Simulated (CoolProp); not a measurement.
A single-stage vapour-compression cycle with cyclohexane: evaporating at 294.15 K (dew point), condensing at 331.15 K (bubble point), superheat 8 K, subcooling 2 K, compressor efficiency 0.6, no pressure losses. Each further row changes one setting.

Values from CoolProp's reference Helmholtz-energy equation of state, Zhou 2014.

| case | cooling COP | pressure ratio | discharge temperature (K) | refrigerating effect (kJ/kg) | volumetric capacity (kJ/m³) |
|---|---|---|---|---|---|
| as stated | ___ | 4.47 | 357.6 | 338 | 123 |
| evaporating temperature 299.15 K | ___ | 3.56 | ___ | 344 | ___ |
| condensing temperature 326.15 K | 5.10 | ___ | 351.2 | 348 | 127 |
| subcooling 7 K | 4.47 | 4.47 | 357.6 | 348 | 127 |
| superheat 18 K | ___ | 4.47 | 367.3 | 351 | ___ |
| compressor efficiency 0.5 | 3.62 | 4.47 | 367.3 | 338 | 123 |

Task: Fill in the missing entries.

Result: 
- as stated, cooling COP: 4.34
- evaporating temperature 299.15 K, cooling COP: 5.18
- evaporating temperature 299.15 K, discharge temperature (K): 354.3
- evaporating temperature 299.15 K, volumetric capacity (kJ/m³): 156
- condensing temperature 326.15 K, pressure ratio: 3.74
- superheat 18 K, cooling COP: 4.37
- superheat 18 K, volumetric capacity (kJ/m³): 124
